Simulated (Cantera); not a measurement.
Feed: 1 mol Si2Cl6, 51 mol N2, at 1052 °C and 17.0 Pa.

Method: chemical equilibrium by Gibbs-energy minimisation in Cantera with the NASA 1993 tables (ideal gas, pure condensed phases). The feed counts by its element totals alone. The tables' values for SiCl3 are old estimates; treat these amounts as uncertain. Kinetics and transport are ignored.

```json
[
 {"species": "N2", "before": "0.962", "after": "0.954"},
 {"species": "SiCl2", "before": "0.0157", "after": "0.0191"},
 {"species": "SiCl4", "before": "0.0153", "after": "0.0106"},
 {"species": "Cl", "before": "0.000381", "after": "0.00850"},
 {"species": "SiCl3", "before": "0.00666", "after": "0.00771"}
]
```
Gas species are given as mole fractions.

Name the change that produced these shifts.
A) temperature from 1052 °C to 1202 °C
B) temperature from 1052 °C to 427 °C
C) temperature from 1052 °C to 1875 °C
D) temperature from 1052 °C to 752 °C

A, temperature from 1052 °C to 1202 °C
